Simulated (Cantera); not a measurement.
An adiabatic, constant-pressure homogeneous reactor starts with CH4 : C2H6 : O2 : N2 = 1 : 0.092 : 6.83 : 25.7 (molar parts), equivalence ratio 0.34, at 1448 K and 9.87 atm. Integrator tolerance rtol = 1e-08.

Model: GRI-Mech 3.0 (53 species, 325 reactions), integrated in Cantera.

```json
[
 {"quantity": "time of steepest temperature rise", "before": "82.1 µs", "after": "20.6 µs"},
 {"quantity": "temperature at 5.00 s", "before": "2156 K", "after": "2306 K"},
 {"quantity": "equilibrium temperature", "before": "2156 K", "after": "2306 K"},
 {"quantity": "x(CH4) at 5.00 s", "before": "<1e-12 (gas-phase equilibrium <1e-12)", "after": "<1e-12 (gas-phase equilibrium <1e-12)"},
 {"quantity": "x(C2H6) at 5.00 s", "before": "<1e-12 (gas-phase equilibrium <1e-12)", "after": "<1e-12 (gas-phase equilibrium <1e-12)"},
 {"quantity": "x(O2) at 5.00 s", "before": "0.129 (gas-phase equilibrium 0.129)", "after": "0.127 (gas-phase equilibrium 0.127)"},
 {"quantity": "x(NO) at 5.00 s", "before": "0.00880 (gas-phase equilibrium 0.00880)", "after": "0.0121 (gas-phase equilibrium 0.0121)"},
 {"quantity": "x(CH2) at 5.00 s", "before": "<1e-12 (gas-phase equilibrium <1e-12)", "after": "<1e-12 (gas-phase equilibrium <1e-12)"}
]
```

**Question.** What was changed between the two runs?
A) initial temperature 1448 to 1623 K
B) O2 6.83 to 3.6 parts
C) C2H6 0.092 to 0.16 parts
D) constant volume in place of constant pressure

**Answer.** A, initial temperature 1448 to 1623 K
